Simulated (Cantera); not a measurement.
**Hydrogen reduction and annealing atmospheres: ZrO2 + H2**

Input: 1 mol ZrO2, 650 mol H2, held at 10.0 Torr.

Cantera equilibrium calculation (NASA polynomials, part measured and part estimated; ideal gas, pure solids and liquids). Candidate condensed phases: H2O, Zr, ZrO2; 12 gas species. Equilibrium is a limit: real reactors are often held back by kinetics, nucleation or transport.

| T (K) | x H2 | x H | x H2O | x ZrO | n ZrO2(monoclinic) | n ZrO2(tetragonal) |
|---|---|---|---|---|---|---|
| 1373 | 1.000 | 2.88e-5 | 3.61e-10 | <1e-12 | 1.00 | 0 |
| 1448 | 1.000 | 7.98e-5 | 1.38e-9 | 2.77e-12 | 1.00 | 0 |
| 1523 | 1.000 | 0.000200 | 4.56e-9 | 3.52e-11 | 0 | 1.000 |
| 1598 | 1.000 | 0.000461 | 1.34e-8 | 3.48e-10 | 0 | 1.000 |
| 1673 | 0.999 | 0.000986 | 3.56e-8 | 2.80e-9 | 0 | 1.000 |
| 1748 | 0.998 | 0.00198 | 8.70e-8 | 1.88e-8 | 0 | 1.000 |
| 1823 | 0.996 | 0.00375 | 1.97e-7 | 1.07e-7 | 0 | 1.000 |
| 1898 | 0.993 | 0.00675 | 4.91e-7 | 4.54e-7 | 0 | 1.000 |
| 1973 | 0.988 | 0.0116 | 1.43e-6 | 1.36e-6 | 0 | 0.999 |
| 2048 | 0.981 | 0.0192 | 3.88e-6 | 3.74e-6 | 0 | 0.997 |
| 2123 | 0.969 | 0.0306 | 9.74e-6 | 9.53e-6 | 0 | 0.994 |
| 2198 | 0.953 | 0.0471 | 2.29e-5 | 2.26e-5 | 0 | 0.985 |
| 2273 | 0.930 | 0.0702 | 5.07e-5 | 5.06e-5 | 0 | 0.965 |
x: gas mole fraction; n: condensed amount in mol.

From 1373 K to 1448 K the condensed part is ZrO2(monoclinic). From 1523 K to 2273 K the condensed part is ZrO2(tetragonal).
